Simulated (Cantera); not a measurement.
## borazine + H2 + N2 + H2O (boron, boron nitride and boron oxide)

A closed system holds: 1 mol borazine, 2.3 mol H2, 2.2 mol N2, 7.4 mol H2O, equilibrated at 11000 Pa.

These are equilibrium values from Cantera (NASA tables, ideal gas, pure condensed phases), not measurements of a reactor. Candidate condensed phases: B, BN, B2O3, B3O3H3, H2O; 39 gas species. The feed counts by its element totals alone. Rates play no part.

```csv
T (K),x H2,x N2,x HBO2,x H2O,x H,x B2O3,x HBO
1923,0.543,0.206,0.131,0.0977,0.00209,0.0163,0.00307
1973,0.541,0.206,0.129,0.0990,0.00299,0.0169,0.00358
2023,0.540,0.206,0.127,0.100,0.00421,0.0175,0.00412
2073,0.538,0.206,0.125,0.101,0.00581,0.0180,0.00471
2123,0.535,0.206,0.123,0.103,0.00791,0.0185,0.00532
2173,0.532,0.205,0.121,0.104,0.0106,0.0188,0.00596
2223,0.528,0.205,0.118,0.105,0.0140,0.0191,0.00662
2273,0.524,0.204,0.116,0.107,0.0183,0.0193,0.00728
2323,0.518,0.204,0.113,0.108,0.0236,0.0193,0.00793
2373,0.512,0.203,0.110,0.109,0.0301,0.0192,0.00855
2423,0.504,0.202,0.107,0.110,0.0380,0.0190,0.00913
```
x: gas mole fraction; nothing condenses.

From 1923 K to 2423 K nothing is condensed. The main B-bearing gas is HBO2 throughout.
